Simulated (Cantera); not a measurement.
A perfectly stirred reactor is fed with 1.00 % C2H6, 99.0 % H2, at 1.30 bar; it is held at 1800 K, and followed from long to short residence time.

Model: GRI-Mech 3.0 (53 species, 325 reactions), integrated in Cantera. GRI-Mech 3.0 stops at C3 and has no aromatics, soot or wall deposition, so with more carbon than oxygen in the feed, carbon stays in small species such as C2H2 where larger ones or solid carbon would form.

One state of this run: x C2H6 = 2.62e-5; x H2 = 0.984; x CH3 = 9.74e-5; x CH4 = 0.0102; x C2H = 1.84e-8. x: mole fraction; the columns are a selection and need not sum to one.

Problem. Which value of τ (s) does it belong to?
(A) 0.0033
(B) 0.94
(C) 0.010
(D) 0.30

Solution. A, 0.0033
